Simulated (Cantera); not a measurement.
**Diamond growth**

A diamond (100) surface in a fixed gas of H2 with x(CH4) = 0.003, x(H) = 0.0002, x(CH3) = 4e-05, at 1200 K; coverages are run to steady state.

Detailed kinetics in Cantera: the Harris–Goodwin 1993 mechanism for the reconstructed diamond (100) surface.

| P (Pa) | growth (µm/h) | θ c6HH | θ c6H* | θ c6*H | θ c6** | θ c6HM |
|---|---|---|---|---|---|---|
| 390 | 0.00235 | 0.547 | 0.0321 | 0.411 | 0.00978 | 3.54e-5 |
| 680 | 0.00505 | 0.547 | 0.0321 | 0.411 | 0.00976 | 6.33e-5 |
| 1200 | 0.0105 | 0.547 | 0.0321 | 0.411 | 0.00974 | 0.000114 |
| 2000 | 0.0199 | 0.547 | 0.0321 | 0.411 | 0.00972 | 0.000192 |
| 3500 | 0.0403 | 0.546 | 0.0321 | 0.410 | 0.00971 | 0.000337 |
| 6100 | 0.0835 | 0.546 | 0.0320 | 0.410 | 0.00970 | 0.000585 |
| 11000 | 0.191 | 0.546 | 0.0320 | 0.410 | 0.00969 | 0.00104 |
| 18000 | 0.402 | 0.545 | 0.0320 | 0.409 | 0.00968 | 0.00167 |
θ: site fractions in the mechanism's names (c6HH fully hydrogenated, c6H* and c6*H radical sites, c6** diradical, c6HM methylated).
